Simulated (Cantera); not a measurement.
Input: 1 mol Si, 1.7 mol Cl₂, a varied amount of H₂, held at 75.0 Torr.

Points: T (K) = 523, 598, 673, 748, 823, 898, 973, 1048, 1123, 1198; n(H2) (mol) = 0.37, 1.3, 2.3, 3.2, 4.2, 5.1, 6.1, 7.1.

Cantera's Mixture.equilibrate('TP', solver="vcs", rtol=1e-11, max_steps=5000) on the NASA tables stopped like this:

```
ERROR: FAILURE its = 5001!

*******************************************************************************
CanteraError thrown by MultiPhase::equilibrate:
VCS solver failed. Return code: -1
*******************************************************************************
```

Task: What got this run through?

Result: One answer among several that fit: The failure is numerical, not chemical. The same input converged with solver="gibbs", rtol=1e-10, max_steps=50000, and the result passed a check of the equilibrium conditions:
```
    523       0.37  Si(cr)
    523        1.3  Si(cr)
    523        2.3  Si(cr)
    523        3.2  Si(cr)
    523        4.2  Si(cr)
    523        5.1  Si(cr)
    523        6.1  Si(cr)
    523        7.1  Si(cr)
    598       0.37  Si(cr)
    598        1.3  Si(cr)
    598        2.3  Si(cr)
    598        3.2  Si(cr)
    598        4.2  Si(cr)
    598        5.1  Si(cr)
    598        6.1  Si(cr)
    598        7.1  Si(cr)
    673       0.37  Si(cr)
    673        1.3  Si(cr)
    673        2.3  Si(cr)
    673        3.2  Si(cr)
    673        4.2  Si(cr)
    673        5.1  Si(cr)
    673        6.1  Si(cr)
    673        7.1  Si(cr)
    748       0.37  Si(cr)
    748        1.3  Si(cr)
    748        2.3  Si(cr)
    748        3.2  Si(cr)
    748        4.2  Si(cr)
    748        5.1  Si(cr)
    748        6.1  Si(cr)
    748        7.1  Si(cr)
    823       0.37  Si(cr)
    823        1.3  Si(cr)
    823        2.3  Si(cr)
    823        3.2  Si(cr)
    823        4.2  Si(cr)
    823        5.1  Si(cr)
    823        6.1  Si(cr)
    823        7.1  Si(cr)
    898       0.37  Si(cr)
    898        1.3  Si(cr)
    898        2.3  Si(cr)
    898        3.2  Si(cr)
    898        4.2  Si(cr)
    898        5.1  Si(cr)
    898        6.1  Si(cr)
    898        7.1  Si(cr)
    973       0.37  Si(cr)
    973        1.3  Si(cr)
    973        2.3  Si(cr)
    973        3.2  Si(cr)
    973        4.2  Si(cr)
    973        5.1  Si(cr)
    973        6.1  Si(cr)
    973        7.1  Si(cr)
   1048       0.37  Si(cr)
   1048        1.3  Si(cr)
   1048        2.3  Si(cr)
   1048        3.2  Si(cr)
   1048        4.2  Si(cr)
   1048        5.1  Si(cr)
   1048        6.1  Si(cr)
   1048        7.1  Si(cr)
   1123       0.37  Si(cr)
   1123        1.3  Si(cr)
   1123        2.3  Si(cr)
   1123        3.2  Si(cr)
   1123        4.2  Si(cr)
   1123        5.1  Si(cr)
   1123        6.1  Si(cr)
   1123        7.1  Si(cr)
   1198       0.37  Si(cr)
   1198        1.3  Si(cr)
   1198        2.3  Si(cr)
   1198        3.2  Si(cr)
   1198        4.2  Si(cr)
   1198        5.1  Si(cr)
   1198        6.1  Si(cr)
   1198        7.1  Si(cr)
```

The gas is ideal and each condensed phase is pure. The tables' values for SiCl3 are old estimates.
